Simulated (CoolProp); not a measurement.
Ethanol at several states: Z from the reference equation and from simpler models built on Tc = 241.6 °C, pc = 62.68 bar, ω = 0.644; each cubic takes its own stable root.

The numbers come from the reference Helmholtz-energy equation of state, Schroeder 2014 in CoolProp.

| T (°C) | p (bar) | phase | reference | Redlich-Kwong | Soave-Redlich-Kwong |
|---|---|---|---|---|---|
| 45.55 | 28.2 | liquid | 0.06368 | 0.08087 | 0.07495 |
| -88.85 | 51.6 | liquid | 0.1750 | 0.2187 | 0.2119 |
| -89.65 | 11.6 | liquid | 0.03957 | 0.04943 | 0.04785 |
